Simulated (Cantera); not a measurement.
C2H5OH + O2 + N2 + H2O (carbon deposition, reforming and gasification)

Input: 1 mol C2H5OH, 1.7 mol O2, 1.6 mol N2, 1.2 mol H2O, at 2050 K.

These are equilibrium values from Cantera (NASA tables, ideal gas, pure condensed phases), not measurements of a reactor. Candidate condensed phases: C, C6H6, C7H8, C8H18, H2O; 136 gas species. The ideal-gas law is rough above about 30 bar. Kinetics and transport are ignored.

From 10.0 Pa to 100 bar nothing is condensed. The main C-bearing gas is CO throughout.

| P (Pa) | x H2O | x N2 | x CO | x H2 | x H | x CO2 | x OH |
|---|---|---|---|---|---|---|---|
| 10 | 0.307 | 0.190 | 0.163 | 0.141 | 0.0850 | 0.0750 | 0.0203 |
| 56 | 0.351 | 0.199 | 0.167 | 0.149 | 0.0370 | 0.0825 | 0.00953 |
| 320 | 0.367 | 0.203 | 0.170 | 0.155 | 0.0158 | 0.0841 | 0.00408 |
| 1800 | 0.373 | 0.204 | 0.171 | 0.159 | 0.00674 | 0.0844 | 0.00173 |
| 10000 | 0.375 | 0.205 | 0.172 | 0.160 | 0.00287 | 0.0844 | 0.000736 |
| 56000 | 0.376 | 0.205 | 0.172 | 0.161 | 0.00122 | 0.0844 | 0.000311 |
| 320000 | 0.377 | 0.205 | 0.172 | 0.161 | 0.000509 | 0.0844 | 0.000130 |
| 1800000 | 0.377 | 0.205 | 0.172 | 0.161 | 0.000215 | 0.0844 | 5.49e-5 |
| 10000000 | 0.377 | 0.205 | 0.172 | 0.161 | 9.11e-5 | 0.0844 | 2.33e-5 |
x: gas mole fraction; nothing condenses.
